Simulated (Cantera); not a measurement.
A closed system holds: 1 mol C3H6, 0.076 mol H2O, 0.35 mol N2, 0.081 mol CO2, equilibrated at 29.0 Pa.

These are equilibrium values from Cantera (NASA tables, ideal gas, pure condensed phases), not measurements of a reactor. Candidate condensed phases: C, C6H6, C7H8, C8H18, H2O; 136 gas species. The numbers say what is thermodynamically allowed, not how fast it happens.

Over these rows the condensed part is C(graphite). Partial pressures as log10 of bar:

```json
[
 {"T (K)": "948", "1000/T (1/K)": "1.0549", "log p HCN": "-9.75", "log p H2": "-3.61", "log p N2": "-4.56", "log p CO": "-4.73"},
 {"T (K)": "1098", "1000/T (1/K)": "0.9107", "log p HCN": "?", "log p H2": "-3.61", "log p N2": "-4.56", "log p CO": "-4.72"},
 {"T (K)": "1248", "1000/T (1/K)": "0.8013", "log p HCN": "-7.99", "log p H2": "-3.61", "log p N2": "-4.56", "log p CO": "-4.72"},
 {"T (K)": "1398", "1000/T (1/K)": "0.7153", "log p HCN": "-7.40", "log p H2": "-3.61", "log p N2": "-4.56", "log p CO": "-4.73"},
 {"T (K)": "1548", "1000/T (1/K)": "0.6460", "log p HCN": "-6.92", "log p H2": "-3.61", "log p N2": "-4.56", "log p CO": "-4.73"},
 {"T (K)": "1698", "1000/T (1/K)": "0.5889", "log p HCN": "-6.53", "log p H2": "-3.62", "log p N2": "-4.56", "log p CO": "-4.73"}
]
```

Problem. Fit log p(HCN) = a + b·(1000/T) to the five rows, give the apparent enthalpy, and predict the row at 1098 K.

Solution. Means: 1000/T = 0.7613, log p = -7.718. Sxy = -0.918924, Sxx = 0.1329328, so b = -6.91 and a = -7.718 − (-6.91)×0.7613 = -2.46.
Apparent enthalpy: −19.145 × (-6.91) = 132 kJ/mol. With the condensed phases at unit activity, C(graphite) + 1/2 H2(g) + 1/2 N2(g) = HCN(g) links this pressure to the main gases: over the six rows their terms move log p by -0.01 in all, so the slope is close to that reaction's ΔH°. The five rows lie within 0.01 of the line.
Prediction at 1098 K: -2.46 + (-6.91)×0.9107 = -8.75. The computed value is -8.75, 0.00 from the line.
